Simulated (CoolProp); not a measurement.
R227EA along the isobar 127 bar: Z from the reference equation and from simpler models built on Tc = 101.8 °C, pc = 29.25 bar, ω = 0.358; each cubic takes its own stable root.

Computed with CoolProp (reference Helmholtz-energy equation of state, Lemmon 2016).

```csv
T (°C),phase,reference
-68.55,liquid,0.7308
-58.25,liquid,0.7074
-48.05,liquid,0.6868
-37.75,liquid,0.6684
-27.55,liquid,0.6522
-17.25,liquid,0.6377
-6.95,liquid,0.6250
3.25,liquid,0.6140
13.55,liquid,0.6045
23.75,liquid,0.5964
34.05,liquid,0.5897
44.35,liquid,0.5844
```

Q: How far does each simpler model (Redlich-Kwong, Peng-Robinson) lie from the reference over these 12 states: mean and median of the absolute difference, and the worst?

A: 
- Redlich-Kwong: mean 10.8 %, median 10.8 %, worst +11.7 % at -68.55 °C and 127 bar
- Peng-Robinson: mean 4.4 %, median 4.7 %, worst -5.0 % at 13.55 °C and 127 bar
